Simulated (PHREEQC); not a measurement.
Make-up at 25 °C: 0.0059 mol/kgw NH3, 0.0011 mol/kgw H4SiO4 and 6.5e-05 mol/kgw K3PO4. It is in equilibrium with CO2 at log p = -1 (atm). Otherwise closed; pH follows from the charge balance.

The numbers come from PHREEQC with the ion-association model, wateq4f.dat.

| quantity | before | after |
|---|---|---|
| pH | 6.56 | 6.27 |
| H2PO4- (mol/kgw) | 5.04e-5 | 2.85e-5 |
| HPO4-2 (mol/kgw) | 1.46e-5 | 3.97e-6 |
| SI of SiO2(a) (SiO2) | -0.25 | -0.55 |

Task: Which change was made?
A) diluted 2-fold with water
B) temperature from 25 to 45 °C
C) diluted 5-fold with water
D) NH3 from 0.0059 to 0.00059 mol/kgw
E) temperature from 25 to 60 °C

Result: A, diluted 2-fold with water

Precipitation was switched off in this run. Some of these states are supersaturated (in Quartz (slow to form), Chalcedony (slow to form), for instance). H3PO4, which wateq4f.dat lacks, is added to it with the constant of phreeqc.dat.
